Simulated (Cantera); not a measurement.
Mixture: CH₄ : H₂ : O₂ : N₂ = 1 : 0.83 : 1.15 : 4.32 (molar parts), at 0.410 bar, adiabatic and at constant volume. Ignition delay is the time to a rise of 400 K.

Cantera simulation using GRI-Mech 3.0 (53 species, 325 reactions); the numbers are that mechanism's predictions, not measurements. Below about 1000 K GRI-Mech 3.0 lacks low-temperature oxidation paths. Below about 950 K walls govern HO2 and H2O2 in real vessels.

Question: What does this change do: constant pressure in place of constant volume?

Answer: 
```tsv
quantity	before	after
delay at 900 K	0.104 s	0.124 s
delay at 1050 K	15.2 ms	17.7 ms
delay at 1200 K	3.45 ms	3.96 ms
delay at 1350 K	1.04 ms	1.17 ms
apparent activation energy between 1275 and 1425 K	110 kJ/mol	110 kJ/mol
```
